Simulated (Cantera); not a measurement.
Cantera run:

```python
import numpy as np
import cantera as ct

gas_names = """
    CL CLF CLF3 CL2 F F2 H HCL HF H2 H2F2 H3F3 H4F4 H5F5 H6F6 H7F7 Si SiCL SiCL2 SiCL3 SiCL4 SiF SiF2
    SiF3 SiF4 SiH SiHCL3 SiHF3 SiH2 SiH2CL2 SiH2F2 SiH3 SiH3CL SiH3F SiH4 Si2 Si3
""".split()
cond_names = """
    Si(cr) Si(L)
""".split()


def load(file, names, dense=False):
    # The tables refer to 1 bar. Condensed volumes are neglected.
    table = {s.name: s for s in ct.Species.list_from_file(file)}
    out = []
    for n in names:
        d = dict(table[n].input_data)
        d["thermo"] = dict(d["thermo"], **{"reference-pressure": 1e5})
        if dense:
            d["equation-of-state"] = {"model": "constant-volume", "density": "1e6 g/cm^3"}
        out.append(ct.Species.from_dict(d))
    return out


gas = ct.Solution(thermo="ideal-gas", species=load("nasa_gas.yaml", gas_names))
cond = {s.name: ct.Solution(thermo="fixed-stoichiometry", species=[s], name=s.name)
        for s in load("nasa_condensed.yaml", cond_names, dense=True)}
atoms = {
    'Si': {'Si': 1},
    'HCl': {'H': 1, 'CL': 1},
    'H2': {'H': 2},
    'F2': {'F': 2},
}
top_T = {}  # K; cautious upper limits of use, not melting points


def equilibrate(T, P, feed):
    n = {}
    for name, mol in feed.items():
        for a, k in atoms[name].items():
            n[a] = n.get(a, 0.0) + k * mol
    gas.TPX = T, P, n
    mass = sum(n.values()) * gas.mean_molecular_weight
    gas.equilibrate("TP")
    valid = [c for c in cond.values() if c.min_temp <= T <= top_T.get(c.name, c.max_temp)]
    mix = ct.Mixture([(gas, mass / gas.mean_molecular_weight)] + [(c, 0.0) for c in valid])
    mix.T, mix.P = T, P
    mix.equilibrate("TP", solver="vcs", rtol=1e-11, max_steps=5000)
    return mix


results = []
feed = {'Si': 1, 'HCl': 3.3, 'H2': 0.43, 'F2': 1}  # mol
P = 10000  # Pa
for T in [825, 875, 925, 975, 1025, 1075, 1125, 1175, 1225, 1275]:
    mix = equilibrate(T, P, feed)
    results.append((T, P, feed, dict(zip(mix.species_names, mix.species_moles))))
    x = sorted(zip(gas.X, gas.species_names), reverse=True)
    print(f"T = {T:g} K  P = {P:g} Pa  gas = {mix.phase_moles(0):.4g} mol")
    print("   x: " + "  ".join(f"{s} {v:.3e}" for v, s in x if v > 1e-06))
    print("   condensed (mol): " + ("  ".join(f"{mix.phase(i).name} {mix.phase_moles(i):.4g}"
          for i in range(1, mix.n_phases) if mix.phase_moles(i) > 1e-12) or "none"))
```

It prints:

```
T = 825 K  P = 10000 Pa  gas = 3.73 mol
   x: H2 3.832e-01  HCL 3.487e-01  SiF4 1.340e-01  SiCL4 1.339e-01  SiHCL3 1.819e-04  HF 7.695e-05  SiHF3 4.396e-05  SiCL3 1.050e-06
   condensed (mol): none
T = 875 K  P = 10000 Pa  gas = 3.73 mol
   x: H2 3.830e-01  HCL 3.488e-01  SiF4 1.340e-01  SiCL4 1.337e-01  SiHCL3 3.213e-04  HF 1.258e-04  SiHF3 8.420e-05  SiCL3 4.535e-06
   condensed (mol): none
T = 925 K  P = 10000 Pa  gas = 3.73 mol
   x: H2 3.827e-01  HCL 3.490e-01  SiF4 1.339e-01  SiCL4 1.335e-01  SiHCL3 5.319e-04  HF 1.951e-04  SiHF3 1.498e-04  SiCL3 1.665e-05  SiF3 1.522e-06
   condensed (mol): none
T = 975 K  P = 10000 Pa  gas = 3.73 mol
   x: H2 3.823e-01  HCL 3.494e-01  SiF4 1.338e-01  SiCL4 1.332e-01  SiHCL3 8.330e-04  HF 2.894e-04  SiHF3 2.505e-04  SiCL3 5.329e-05  SiF3 5.561e-06
   condensed (mol): none
T = 1025 K  P = 10000 Pa  gas = 3.73 mol
   x: H2 3.816e-01  HCL 3.499e-01  SiF4 1.336e-01  SiCL4 1.326e-01  SiHCL3 1.243e-03  HF 4.135e-04  SiHF3 3.971e-04  SiCL3 1.515e-04  SiF3 1.784e-05  SiCL2 3.612e-06  SiH2CL2 1.293e-06
   condensed (mol): none
T = 1075 K  P = 10000 Pa  gas = 3.731 mol
   x: H2 3.807e-01  HCL 3.507e-01  SiF4 1.334e-01  SiCL4 1.318e-01  SiHCL3 1.778e-03  SiHF3 6.003e-04  HF 5.721e-04  SiCL3 3.883e-04  SiF3 5.112e-05  SiCL2 1.811e-05  SiH2CL2 2.804e-06  SiH2F2 1.386e-06
   condensed (mol): none
T = 1125 K  P = 10000 Pa  gas = 3.732 mol
   x: H2 3.792e-01  HCL 3.521e-01  SiF4 1.330e-01  SiCL4 1.305e-01  SiHCL3 2.441e-03  SiCL3 9.075e-04  SiHF3 8.695e-04  HF 7.709e-04  SiF3 1.326e-04  SiCL2 7.768e-05  SiH2CL2 5.605e-06  SiH2F2 2.862e-06
   condensed (mol): none
T = 1175 K  P = 10000 Pa  gas = 3.735 mol
   x: H2 3.770e-01  HCL 3.543e-01  SiF4 1.325e-01  SiCL4 1.283e-01  SiHCL3 3.218e-03  SiCL3 1.946e-03  SiHF3 1.209e-03  HF 1.017e-03  SiF3 3.142e-04  SiCL2 2.886e-04  SiH2CL2 1.035e-05  SiH2F2 5.462e-06
   condensed (mol): none
T = 1225 K  P = 10000 Pa  gas = 3.742 mol
   x: H2 3.732e-01  HCL 3.582e-01  SiF4 1.316e-01  SiCL4 1.245e-01  SiHCL3 4.049e-03  SiCL3 3.835e-03  SiHF3 1.611e-03  HF 1.322e-03  SiCL2 9.338e-04  SiF3 6.840e-04  SiH2CL2 1.758e-05  SiH2F2 9.608e-06  SiF2 3.650e-06
   condensed (mol): none
T = 1275 K  P = 10000 Pa  gas = 3.755 mol
   x: H2 3.671e-01  HCL 3.649e-01  SiF4 1.301e-01  SiCL4 1.183e-01  SiCL3 6.901e-03  SiHCL3 4.805e-03  SiCL2 2.618e-03  SiHF3 2.044e-03  HF 1.705e-03  SiF3 1.369e-03  SiH2CL2 2.704e-05  SiH2F2 1.542e-05  SiF2 1.303e-05  H 1.412e-06  CL 1.192e-06
   condensed (mol): none
```

These are equilibrium values from Cantera (NASA tables, ideal gas, pure condensed phases), not measurements of a reactor. The tables' values for SiCl3, SiF3, SiF2 are old estimates; treat these amounts as uncertain.
